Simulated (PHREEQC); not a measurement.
Make-up at 20 °C: 0.087 mol/kgw Al2(SO4)3 and 0.00072 mol/kgw CaBr2. Closed to the air; pH follows from the charge balance.

The numbers come from PHREEQC with the ion-association model, phreeqc.dat.

No solid was allowed to form.

**Question.** Order these S species by the share of S that they hold, largest first: SO4-2, AlSO4+, Al(SO4)2-, CaSO4.

**Answer.** AlSO4+ (42 %), Al(SO4)2- (37 %), SO4-2 (21 %), CaSO4 (0.11 %)

**Question.** Order these Al species by the share of Al that they hold, largest first: Al+3, AlSO4+, AlOH+2, Al(SO4)2-.

**Answer.** AlSO4+ (63 %), Al(SO4)2- (28 %), Al+3 (8.9 %), AlOH+2 (0.21 %)

The pH is 3.90 and the ionic strength 0.258 mol/kgw. Examples of supersaturated solids here: Gibbsite (slow to form). Others may be too. Complexes and solids missing from the database can't appear.
